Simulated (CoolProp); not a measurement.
Vapour-liquid equilibrium of R13 (1) + n-butane (2) at 0.0301 MPa; x and y are mole fractions of (1).

Model: multi-fluid Helmholtz-energy mixture model, Platzer 1990 and Bücker 2006; pair parameters Bell 2016, in CoolProp. This equation is an older, rougher fit; its heat capacities, sound speeds and derivatives of the liquid may be far off and weren't checked against measurements.

```
x      bubble temperature, mixture model (K)  bubble temperature, Raoult's law (K)  y, mixture model  y, Raoult's law
-----  -------------------------------------  ------------------------------------  ----------------  ---------------
0.05                                   207.4                                 223.3             0.892            0.699
0.125                                  191.0                                 207.3             0.972            0.903
0.2                                    184.7                                 198.5             0.985            0.954
0.275                                  181.4                                 192.7             0.990            0.974
0.35                                   179.4                                 188.4             0.992            0.984
0.425                                  178.1                                 185.1             0.993            0.990
0.5                                    177.2                                 182.4             0.994            0.993
0.575                                  176.4                                 180.1             0.995            0.995
0.65                                   175.7                                 178.2             0.995            0.997
0.725                                  175.0                                 176.5             0.996            0.998
0.8                                    174.2                                 175.0             0.997            0.999
0.875                                  173.4                                 173.7             0.998            0.999
0.95                                   172.4                                 172.5             0.999            1.000
```

The largest gap from Raoult's law is -16.3 K in bubble temperature, at x = 0.125. No azeotrope shows between x = 0.05 and 0.95.

Pair parameters are fitted to limited data, so mixtures are less certain than the pure fluids. With so large a gap from Raoult's law the liquid may split in two, which this calculation doesn't test in full.
